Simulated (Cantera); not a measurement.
**Catalytic combustion on Pt**

An isothermal plug-flow reactor at 875 K and 440000 Pa (inlet), inlet velocity 1.7 m/s, active area per volume 1800 1/m; feed CH₄ : O₂ : N₂ : H₂O = 0.0047 : 0.022 : 0.79 : 0.026 (molar parts), equivalence ratio 0.43.

Detailed kinetics in Cantera: Deutschmann's 1995 Pt surface mechanism with GRI-Mech 3.0 gas chemistry. Catalytic surfaces can have several steady states; this one follows from the mechanism file's or the stated starting coverage. Mass transfer to the wall is taken as infinitely fast.

```json
[
 {"z (m)": "0.0002", "x CH₄": "0.00557", "x O₂": "0.0261", "x H₂O": "0.0309", "x CO₂": "8.62e-6", "x CO": "4.52e-7", "θ free Pt": "0.0782", "θ O*": "0.914", "θ OH*": "0.00729"},
 {"z (m)": "0.00038", "x CH₄": "0.00556", "x O₂": "0.0261", "x H₂O": "0.0309", "x CO₂": "1.65e-5", "x CO": "7.23e-7", "θ free Pt": "0.0782", "θ O*": "0.914", "θ OH*": "0.00729"},
 {"z (m)": "0.00073", "x CH₄": "0.00554", "x O₂": "0.0260", "x H₂O": "0.0309", "x CO₂": "3.20e-5", "x CO": "1.03e-6", "θ free Pt": "0.0783", "θ O*": "0.914", "θ OH*": "0.00730"},
 {"z (m)": "0.0014", "x CH₄": "0.00551", "x O₂": "0.0260", "x H₂O": "0.0310", "x CO₂": "6.21e-5", "x CO": "1.23e-6", "θ free Pt": "0.0783", "θ O*": "0.914", "θ OH*": "0.00731"},
 {"z (m)": "0.0027", "x CH₄": "0.00546", "x O₂": "0.0259", "x H₂O": "0.0311", "x CO₂": "0.000120", "x CO": "1.28e-6", "θ free Pt": "0.0784", "θ O*": "0.914", "θ OH*": "0.00733"},
 {"z (m)": "0.0053", "x CH₄": "0.00534", "x O₂": "0.0256", "x H₂O": "0.0313", "x CO₂": "0.000236", "x CO": "1.26e-6", "θ free Pt": "0.0786", "θ O*": "0.914", "θ OH*": "0.00736"},
 {"z (m)": "0.01", "x CH₄": "0.00514", "x O₂": "0.0252", "x H₂O": "0.0317", "x CO₂": "0.000440", "x CO": "1.21e-6", "θ free Pt": "0.0790", "θ O*": "0.913", "θ OH*": "0.00743"},
 {"z (m)": "0.02", "x CH₄": "0.00472", "x O₂": "0.0244", "x H₂O": "0.0326", "x CO₂": "0.000856", "x CO": "1.12e-6", "θ free Pt": "0.0799", "θ O*": "0.913", "θ OH*": "0.00756"}
]
```
x: gas mole fraction; θ: surface coverage.
